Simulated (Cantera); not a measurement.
## Equilibrium for silicon oxide and oxynitride deposition: SiCl₄ + O₃ + N₂

Feed: 1 mol SiCl₄, 0.3 mol O₃, 46 mol N₂, equilibrated at 0.000430 bar.

Equilibrium computed with Cantera from the NASA thermochemical tables; the gas is ideal and each condensed phase is pure. Candidate condensed phases: Si, SiO₂, Si₂N₂O, Si₃N₄; 23 gas species. The tables' values for SiCl₃, SiCl are old estimates; treat these amounts as uncertain. The tables hold silica as quartz up to 1696 K and as liquid above; real silica turns to tridymite and cristobalite and melts near 1996 K. Rates play no part.

```
T (K)   x N₂    x Cl     x SiO   x SiCl₄   x SiCl₂   x SiCl₃      x Si  n SiO₂(β-quartz)
-----  -----  ------  --------  --------  --------  --------  --------  ----------------
1473   0.951  0.0377   6.37e-5    0.0105  0.000139  0.000655    <1e-12             0.448
1523   0.947  0.0408  0.000589   0.00886  0.000714   0.00146  4.40e-12             0.436
1573   0.938  0.0490   0.00327   0.00557   0.00197   0.00204  7.51e-11             0.370
1623   0.921  0.0628    0.0104   0.00199   0.00240   0.00143  4.35e-10             0.190
1673   0.906  0.0737    0.0177  0.000286   0.00127  0.000417   1.16e-9                 0
1723   0.906  0.0743    0.0177   8.07e-5   0.00162  0.000264   9.02e-9                 0
1773   0.906  0.0746    0.0177   2.13e-5   0.00180  0.000150   5.54e-8                 0
1823   0.906  0.0747    0.0177   5.72e-6   0.00188   8.33e-5   2.93e-7                 0
1873   0.906  0.0747    0.0177   1.61e-6   0.00191   4.67e-5   1.39e-6                 0
1923   0.906  0.0748    0.0177   4.78e-7   0.00192   2.66e-5   6.03e-6                 0
1973   0.905  0.0748    0.0177   1.49e-7   0.00190   1.54e-5   2.38e-5                 0
2023   0.905  0.0750    0.0177   4.76e-8   0.00182   8.84e-6   8.50e-5                 0
2073   0.905  0.0754    0.0177   1.49e-8   0.00161   4.82e-6  0.000261                 0
```
x: gas mole fraction; n: condensed amount in mol.

From 1473 K to 1623 K the condensed part is SiO₂(β-quartz). From 1673 K to 2073 K nothing is condensed. The main Si-bearing gas is SiCl₄ at 1473 K and SiO at 2073 K.
